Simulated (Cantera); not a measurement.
Cantera run, input and output.

```python
import numpy as np
import cantera as ct

gas = ct.Solution("gri30.yaml")
gas.TPX = 650, 94000, {'CO': 1, 'H2': 1.1, 'O2': 2.39, 'N2': 8.97}
inlet = ct.Reservoir(gas, clone=True)
gas.equilibrate("HP")  # start burning
reactor = ct.IdealGasConstPressureReactor(gas, energy="on", clone=False)
exhaust = ct.Reservoir(gas, clone=True)
tau = [0.048, 0.021, 0.0094, 0.0042, 0.0018, 0.00082, 0.00036, 0.00016, 7.1e-05, 3.1e-05, 1.4e-05][0]
for a, b in ((inlet, reactor), (reactor, exhaust)):
    ct.MassFlowController(a, b, mdot=lambda t: reactor.mass / tau)
net = ct.ReactorNet([reactor])
show = ['CO', 'H2', 'O2', 'CO2', 'HO2', 'O']

rows = []
print(f"{'tau/s':>10s}{'T/K':>9s}" + "".join(f"{s:>11s}" for s in show))
for tau in [0.048, 0.021, 0.0094, 0.0042, 0.0018, 0.00082, 0.00036, 0.00016, 7.1e-05, 3.1e-05, 1.4e-05]:
    net.initial_time = 0.0
    net.advance(30 * tau)
    before = gas.X
    net.advance(40 * tau)
    drift = np.max(np.abs(gas.X - before) / (gas.X + 1e-9))
    rows.append([gas.T, *gas[show].X, drift])
    print(f"{tau:10.3e}{gas.T:9.1f}" + "".join(f"{x:11.3e}" for x in gas[show].X))
```

Output:

```
     tau/s      T/K         CO         H2         O2        CO2        HO2          O
 4.800e-02   1847.1  9.705e-04  2.092e-04  1.076e-01  7.950e-02  2.184e-06  5.217e-04
 2.100e-02   1835.9  1.645e-03  3.540e-04  1.076e-01  7.876e-02  3.377e-06  8.864e-04
 9.400e-03   1818.6  2.719e-03  5.855e-04  1.077e-01  7.758e-02  5.280e-06  1.473e-03
 4.200e-03   1791.7  4.414e-03  9.507e-04  1.080e-01  7.573e-02  8.240e-06  2.398e-03
 1.800e-03   1748.6  7.158e-03  1.533e-03  1.086e-01  7.274e-02  1.285e-05  3.853e-03
 8.200e-04   1689.8  1.099e-02  2.304e-03  1.097e-01  6.857e-02  1.879e-05  5.663e-03
 3.600e-04   1602.0  1.727e-02  3.415e-03  1.122e-01  6.178e-02  2.714e-05  7.744e-03
 1.600e-04   1477.2  2.833e-02  5.219e-03  1.178e-01  5.004e-02  3.938e-05  8.874e-03
 7.100e-05   1282.6  4.880e-02  1.212e-02  1.320e-01  2.856e-02  6.475e-05  6.301e-03
 3.100e-05    650.0  7.429e-02  8.172e-02  1.776e-01  3.266e-15  1.218e-15  9.606e-16
 1.400e-05    650.0  7.429e-02  8.172e-02  1.776e-01  7.779e-16  3.257e-16  5.489e-16
```

Computed with Cantera and GRI-Mech 3.0 (53 species, 325 reactions).
